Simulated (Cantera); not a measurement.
Source: NASA polynomial tables (part measured, part estimated), evaluated in Cantera. Values are per mole of reaction as written; species without (g) are pure solids or liquids, kept so even where they would boil at 1 bar. VN: taken at fixed stoichiometry.

NH₃(g) + V = 3 H(g) + VN

| T (K) | ΔH° (kJ) | ΔS° (J/K) | ΔG° (kJ) | log10 K |
|---|---|---|---|---|
| 448 | [?] | [?] | [?] | [?] |
| 548 | 492.8 | 184.2 | 391.9 | -37.35 |
| 648 | [?] | [?] | [?] | [?] |
| 748 | 500.2 | 195.7 | 353.8 | -24.71 |
| 848 | [?] | [?] | [?] | [?] |
| 948 | 506.7 | 203.5 | 313.8 | -17.29 |
| 1048 | [?] | [?] | [?] | [?] |
| 1148 | 512.5 | 209.0 | 272.6 | -12.40 |

Q: Fill in the missing entries.

A: 
- 448, ΔH° (kJ): 488.8
- 448, ΔS° (J/K): 176.2
- 448, ΔG° (kJ): 409.9
- 448, log10 K: -47.79
- 648, ΔH° (kJ): 496.6
- 648, ΔS° (J/K): 190.5
- 648, ΔG° (kJ): 373.1
- 648, log10 K: -30.08
- 848, ΔH° (kJ): 503.6
- 848, ΔS° (J/K): 200.0
- 848, ΔG° (kJ): 334.0
- 848, log10 K: -20.57
- 1048, ΔH° (kJ): 509.7
- 1048, ΔS° (J/K): 206.5
- 1048, ΔG° (kJ): 293.3
- 1048, log10 K: -14.62
